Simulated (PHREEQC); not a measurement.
Synthetic water in mg/kgw, 25 °C, pH 5.64, pe -1: Na 0.0415; K 0.0313; Ca 0.00869; Mg 0.00487; Cl 0.0683; S(6) as SO4 0.0215; Alkalinity as HCO3 0.0568; N(-3) as NH4 0.00145; Br 0.0048; Fe(2) 0.00014; B 4.09e-05; Sr 0.00152.

Valence states are taken as typed.

Model: ion-association model, phreeqc.dat, run in PHREEQC.

This is a speciation only: nothing precipitates in the calculation.

Q: Predict the ionic strength, charge-balance error.

A: ionic strength 6.42e-6 mol/kgw; charge-balance error 1.7 %.

Q: In which forms is C present?

A: CO2 84 %, HCO3- 16 % of the C.

Species that the database lacks are ignored.
